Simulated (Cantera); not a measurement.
Silicon carbide growth: CH3SiH3 + H2

A closed system holds: 1 mol CH3SiH3, 33 mol H2, held at 0.220 bar.

Cantera equilibrium calculation (NASA polynomials, part measured and part estimated; ideal gas, pure solids and liquids). Candidate condensed phases: C, C6H6, C7H8, C8H18, Si, SiC; 87 gas species. The feed counts by its element totals alone. Mutual solubility and eutectic melting of coexisting phases are not modelled. Gases not in the tables: Si2H6 and higher silanes. The numbers say what is thermodynamically allowed, not how fast it happens.

```tsv
T (K)	log p H2	log p H	log p Si	log p C2H2 (acetylene)	log p SiH	log p SiH2	log p CH4	n Si(s)	n SiC(s)
950	-0.66	-9.58	<-12	<-12	<-12	-11.35	-5.70	0.000323	1.000
1050	-0.66	-8.42	<-12	<-12	<-12	-10.08	-5.78	0.000265	1.000
1150	-0.66	-7.46	<-12	<-12	-11.71	-9.04	-5.86	0.000222	1.000
1250	-0.66	-6.64	-11.08	-12.55	-10.37	-8.16	-5.92	0.000190	1.000
1350	-0.66	-5.95	-9.70	-11.40	-9.22	-7.41	-5.97	0.000160	1.000
1450	-0.66	-5.35	-8.51	-10.42	-8.24	-6.77	-6.02	0.000119	1.000
1550	-0.66	-4.83	-7.48	-9.56	-7.39	-6.21	-6.06	0	1.000
1650	-0.66	-4.37	-6.81	-8.32	-6.88	-5.96	-5.86	0	1.000
1750	-0.66	-3.96	-6.27	-7.14	-6.48	-5.79	-5.63	0	1.000
1850	-0.66	-3.60	-5.76	-6.14	-6.09	-5.60	-5.45	0	0.999
1950	-0.66	-3.27	-5.23	-5.40	-5.67	-5.36	-5.37	0	0.998
2050	-0.66	-2.97	-4.70	-4.83	-5.24	-5.10	-5.35	0	0.994
2150	-0.66	-2.71	-4.20	-4.35	-4.84	-4.84	-5.34	0	0.984
```
log p: log10 of the partial pressure in bar; n: condensed amount in mol.

From 950 K to 1450 K the condensed part is Si(s) + SiC(s). From 1550 K to 2150 K the condensed part is SiC(s). The main Si-bearing gas is SiH4 at 950 K and Si at 2150 K.
